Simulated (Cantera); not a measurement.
Input: 1 mol Cu2O, 30 mol H2, 0.04 mol H2O, equilibrated at 875 °C and 17.0 Pa.

Cantera equilibrium calculation (NASA polynomials, part measured and part estimated; ideal gas, pure solids and liquids). Candidate condensed phases: Cu, CuO, Cu(OH)2, Cu2O, H2O; 12 gas species. Equilibrium is a limit: real reactors are often held back by kinetics, nucleation or transport.

Base state: H2 0.965, H2O 0.0346, Cu 1.61e-5 (mole fractions); condensed: Cu(s).

Problem. What changes in the equilibrium state with this change: Cu2O replaced by V2O3?

Solution. 
| species | before | after |
|---|---|---|
| H2 | 0.965 | 0.999 |
| H2O | 0.0346 | 0.00133 |
| Cu | 1.61e-5 | 0 |
| Cu(s), mol | 2.00 | 0 |
| V2O3(s), mol | 0 | 1.00 |
Condensed phases not in the tables: the oxides between V2O3 and V2O5 other than VO2. Further candidate phases: V, VO, V2O3, V2O4, V2O5.
